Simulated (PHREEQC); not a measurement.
Model water analysis in mmol/kgw, 44 °C, pH 2.15, pe 11.4:

```csv
constituent,mmol/kgw
Na,3.3
K,0.438
Ca,3.01
Mg,1.69
Cl,3.69
S(6),11.7
Mn(2),0.0822
Zn,0.0158
```

Valence states are taken as typed.

Model: ion-association model, phreeqc.dat, run in PHREEQC.

| quantity | before | after |
|---|---|---|
| ionic strength (mol/kgw) | 0.0286 | 0.0267 |
| SO4-2 (mol/kgw) | 0.00609 | 0.00627 |
| HSO4- (mol/kgw) | 0.00404 | 0.00422 |
| Mg+2 (mol/kgw) | 0.00103 | 0.00101 |
| CaSO4 (mol/kgw) | 0.000754 | 0.000394 |
| SI of Gypsum (CaSO4:2H2O) | -0.82 | -1.10 |
| SI of Halite (NaCl) | -6.65 | -6.65 |

Task: What was changed between the two runs?
A) temperature from 44 to 15 °C at the same typed pH
B) Ca from 3.01 to 1.5 mmol/kgw
C) all concentrations times 2 at the same typed pH

Result: B, Ca from 3.01 to 1.5 mmol/kgw

This is a speciation only: nothing precipitates in the calculation. Constants without temperature data keep their 25 °C values here.
